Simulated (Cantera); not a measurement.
Low-pressure radical oxidation in H2/O2

An isothermal, constant-pressure homogeneous reactor starts with H₂ : O₂ = 0.016 : 1 (molar parts), equivalence ratio 0.0080, at 1325 K and 0.0240 bar.

Computed with Cantera and the H2/O2 subset of GRI-Mech 3.0, which has no nitrogen chemistry. Radical loss at walls, strong at low pressure, is not modelled.

```json
[
 {"t (s)": "0.000800", "x H₂": "0.0157", "x O₂": "0.984", "x OH": "6.29e-6", "x HO₂": "1.93e-7", "x H₂O": "9.06e-6", "x H": "1.19e-6"},
 {"t (s)": "0.00205", "x H₂": "0.00367", "x O₂": "0.973", "x OH": "0.00339", "x HO₂": "2.25e-6", "x H₂O": "0.00980", "x H": "0.00117"},
 {"t (s)": "0.00528", "x H₂": "9.44e-5", "x O₂": "0.970", "x OH": "0.00168", "x HO₂": "1.48e-6", "x H₂O": "0.0145", "x H": "0.000733"},
 {"t (s)": "0.0136", "x H₂": "8.33e-5", "x O₂": "0.972", "x OH": "0.00158", "x HO₂": "1.40e-6", "x H₂O": "0.0146", "x H": "0.000605"},
 {"t (s)": "0.0348", "x H₂": "6.23e-5", "x O₂": "0.975", "x OH": "0.00137", "x HO₂": "1.22e-6", "x H₂O": "0.0149", "x H": "0.000386"},
 {"t (s)": "0.0894", "x H₂": "3.38e-5", "x O₂": "0.979", "x OH": "0.00101", "x HO₂": "8.94e-7", "x H₂O": "0.0152", "x H": "0.000151"},
 {"t (s)": "0.230", "x H₂": "1.18e-5", "x O₂": "0.982", "x OH": "0.000600", "x HO₂": "4.89e-7", "x H₂O": "0.0155", "x H": "3.08e-5"},
 {"t (s)": "0.590", "x H₂": "2.87e-6", "x O₂": "0.984", "x OH": "0.000297", "x HO₂": "1.91e-7", "x H₂O": "0.0157", "x H": "3.66e-6"},
 {"t (s)": "1.52", "x H₂": "6.09e-7", "x O₂": "0.984", "x OH": "0.000137", "x HO₂": "6.02e-8", "x H₂O": "0.0158", "x H": "3.57e-7"},
 {"t (s)": "3.89", "x H₂": "1.38e-7", "x O₂": "0.984", "x OH": "6.53e-5", "x HO₂": "2.29e-8", "x H₂O": "0.0158", "x H": "3.86e-8"},
 {"t (s)": "10.0", "x H₂": "3.78e-8", "x O₂": "0.984", "x OH": "3.42e-5", "x HO₂": "1.83e-8", "x H₂O": "0.0159", "x H": "5.56e-9"}
]
```
x: mole fraction; the columns are a selection and need not sum to one.

Equilibrium at this temperature and pressure: H₂ 1.39e-8, O₂ 0.984, OH 2.08e-5, HO₂ 2.36e-8, H₂O 0.0159, H 1.25e-9 (gas phase only).
